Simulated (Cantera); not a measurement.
Input (Python, Cantera) and output of one run.

```python
import numpy as np
import cantera as ct

gas_names = """
    N2O NbO2 N
""".split()
cond_names = """
    Nb(cr) Nb(L)
""".split()


# ... load() reads the species with a 1 bar reference pressure and builds the phases ...
species = {s.name: s for s in load("nasa_gas.yaml", gas_names) + load("nasa_condensed.yaml", cond_names)}
# Each term lists the table entries of one substance; the one whose range holds T is used.
reactions = {
    '2 N2O(g) + Nb = NbO2(g) + 4 N(g)':
        [(-2, ['N2O']), (-1, ['Nb(cr)', 'Nb(L)']), (1, ['NbO2']), (4, ['N'])],
}


def pick(names, T):
    return next(species[n] for n in names if species[n].thermo.min_temp <= T <= species[n].thermo.max_temp)


results = []
for label, terms in reactions.items():
    print(label)
    print("     T/K   dH/kJ  dS/(J/K)   dG/kJ   log10 K")
    for T in [300, 1350, 1375, 1400, 1425, 1450, 1475, 1500, 1525, 1550, 1575, 1600]:
        used = [(nu, pick(names, T)) for nu, names in terms]
        dH = sum(nu * s.thermo.h(T) for nu, s in used) / 1e6
        dS = sum(nu * s.thermo.s(T) for nu, s in used) / 1e3
        dG = dH - T * dS / 1e3
        logK = -dG * 1e6 / (ct.gas_constant * T * np.log(10))
        results.append((label, T, dH, dS, dG, logK, [s.name for _, s in used]))
        print(f"{T:8g} {dH:8.1f} {dS:8.1f} {dG:8.1f} {logK:8.2f}")
```

Output:

```
2 N2O(g) + Nb = NbO2(g) + 4 N(g)
     T/K   dH/kJ  dS/(J/K)   dG/kJ   log10 K
     300   1527.6    409.8   1404.6  -244.56
    1350   1534.4    425.2    960.3   -37.15
    1375   1534.2    425.1    949.6   -36.08
    1400   1534.1    425.0    939.0   -35.03
    1425   1533.9    424.9    928.4   -34.03
    1450   1533.7    424.8    917.8   -33.06
    1475   1533.5    424.7    907.2   -32.12
    1500   1533.3    424.5    896.5   -31.22
    1525   1533.1    424.4    885.9   -30.34
    1550   1532.9    424.3    875.3   -29.50
    1575   1532.7    424.1    864.7   -28.68
    1600   1532.5    424.0    854.1   -27.88
```

Cantera with NASA thermochemical tables; ideal gases at 1 bar, condensed phases pure. Condensed species are held in their standard states even where they would react or evaporate.
